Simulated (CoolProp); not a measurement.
Properties of CH2F2 (R32) along the isotherm 161.85 °C (Tc = 78.1 °C, pc = 57.83 bar, ω = 0.277).

Values from CoolProp's reference Helmholtz-energy equation of state, Tillner-Roth 1997.

```
p (bar)          phase  density (kg/m³)  cv (kJ/(kg K))  speed of sound (m/s)  Prandtl number  fugacity coefficient
-------  -------------  ---------------  --------------  --------------------  --------------  --------------------
1.83               gas            2.647          0.8860                 285.5           0.755                0.9944
2.95               gas            4.282          0.8876                 284.9           0.754                0.9910
4.77               gas            6.964          0.8903                 284.0           0.753                0.9854
7.71               gas            11.36          0.8947                 282.4           0.751                0.9765
12.5               gas            18.70               …                 279.8           0.750                     …
20.1               gas            30.84          0.9134                 275.7           0.751                     …
32.5               gas            52.07          0.9327                 269.1           0.761                0.9039
52.5               gas            90.64               …                 258.8           0.798                0.8486
84.9     supercritical            167.6           1.016                     …           0.910                0.7652
137      supercritical            331.6           1.073                 247.3            1.18                0.6505
222      supercritical            559.0           1.080                 325.8            1.36                0.5277
358      supercritical                …           1.080                 455.7            1.33                0.4422
578      supercritical            849.3           1.089                 607.6            1.35                0.4084
```

Task: Fill in the missing entries.

Result: 
- 12.5, cv (kJ/(kg K)): 0.9018
- 12.5, fugacity coefficient: 0.9622
- 20.1, fugacity coefficient: 0.9397
- 52.5, cv (kJ/(kg K)): 0.9647
- 84.9, speed of sound (m/s): 245.3
- 358, density (kg/m³): 724.1

Viscosity comes from a separate model (Bell 2016), an estimate that may be off by 10 % or more. Thermal conductivity comes from a separate model (Huber 2003), an estimate that may be off by 10 % or more.
